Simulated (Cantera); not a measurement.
A closed system holds: 1 mol Cr, 3.3 mol N2O, held at 1325 °C and 1.60 Pa.

Method: chemical equilibrium by Gibbs-energy minimisation in Cantera with the NASA 1993 tables (ideal gas, pure condensed phases). Candidate condensed phases: Cr, CrN, Cr2N, Cr2O3; 14 gas species. Kinetics and transport are ignored.

Base state: N2 0.784, O2 0.212, NO 0.00193, O 0.00163, CrO2 6.94e-5 (mole fractions); condensed: Cr2O3(s).

What changes in the equilibrium state with this change: N2O from 3.3 to 0.15 mol?


| species | before | after |
|---|---|---|
| N2 | 0.784 | 0.767 |
| Cr | 5.30e-9 | 0.233 |
| CrO | 5.71e-7 | 0.000201 |
| O2 | 0.212 | <1e-9 |
| NO | 0.00193 | 1.53e-8 |
| O | 0.00163 | 1.31e-8 |
| Cr2O3(s), mol | 0.500 | 0.0500 |
| Cr(s), mol | 0 | 0.854 |
Mutual solubility and eutectic melting of coexisting phases are not modelled.

What changes in the equilibrium state with this change: pressure from 1.60 Pa to 0.220 Pa?


| species | before | after |
|---|---|---|
| N2 | 0.784 | 0.783 |
| O2 | 0.212 | 0.211 |
| O | 0.00163 | 0.00439 |
| CrO2 | 6.94e-5 | 0.000307 |
| CrO3 | 7.14e-6 | 1.16e-5 |
| NO | 0.00193 | 0.00192 |
| Cr2O3(s), mol | 0.500 | 0.499 |

What changes in the equilibrium state with this change: temperature from 1325 °C to 725 °C?


| species | before | after |
|---|---|---|
| N2 | 0.784 | 0.786 |
| O2 | 0.212 | 0.214 |
| NO | 0.00193 | 3.09e-5 |
| O | 0.00163 | 1.72e-8 |
| CrO2 | 6.94e-5 | <1e-9 |
| Cr2O3(s), mol | 0.500 | 0.500 |
